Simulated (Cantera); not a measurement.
A closed system holds: 1 mol SiO₂, 0.098 mol Si, 7.3 mol H₂, equilibrated at 2075 K and 563 Torr.

These are equilibrium values from Cantera (NASA tables, ideal gas, pure condensed phases), not measurements of a reactor. Candidate condensed phases: H₂O, Si, SiO₂; 18 gas species. The tables hold silica as quartz up to 1696 K and as liquid above; real silica turns to tridymite and cristobalite and melts near 1996 K. Kinetics and transport are ignored.

Base state: H₂ 0.955, SiO 0.0342, H₂O 0.00827, H 0.00300 (mole fractions); condensed: SiO₂(l).

**Question.** What changes in the equilibrium state with this change: temperature from 2075 K to 2200 K?

**Answer.** 
```csv
species,before,after
H₂,0.955,0.913
SiO,0.0342,0.0531
H₂O,0.00827,0.0278
OH,2.97e-6,2.64e-5
H,0.00300,0.00621
"SiO₂(l), mol",0.839,0.687
```
Gases not in the tables: Si(OH)₄.
